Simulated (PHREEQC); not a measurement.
Consider water at 19 °C with 0.13 mol/kgw HF, 0.00053 mol/kgw H2SiF6 and 0.00011 mol/kgw HNO3. Closed to the air; pH follows from the charge balance.

Computed with PHREEQC (ion-association model, phreeqc.dat).

Each row changes one thing in this solution. This is a speciation only: nothing precipitates in the calculation.

```csv
case,pH,ionic strength (mol/kgw),HF (mol/kgw),F- (mol/kgw),HF2- (mol/kgw),SI of Quartz (SiO2)
as made,1.93,0.0134,0.115,0.00826,0.00346,-9.29
temperature from 19 to 35 °C,1.98,0.0120,0.116,0.00699,0.00333,-8.26
HNO3 left out,1.94,0.0134,0.115,0.00829,0.00347,-9.29
diluted 2-fold with water,2.13,0.00833,0.0563,0.00620,0.00127,-8.08
temperature from 19 to 5 °C,1.90,0.0146,0.114,0.00953,0.00338,___
HF from 0.13 to 0.143 mol/kgw,1.91,0.0143,0.127,0.00859,0.00396,___
```

What belongs in the gaps?


- temperature from 19 to 5 °C, SI of Quartz (SiO2): -10.19
- HF from 0.13 to 0.143 mol/kgw, SI of Quartz (SiO2): -9.49

Species that the database lacks are ignored. Constants without temperature data keep their 25 °C values here. SiF6-2 is the database's only silicon fluoride.
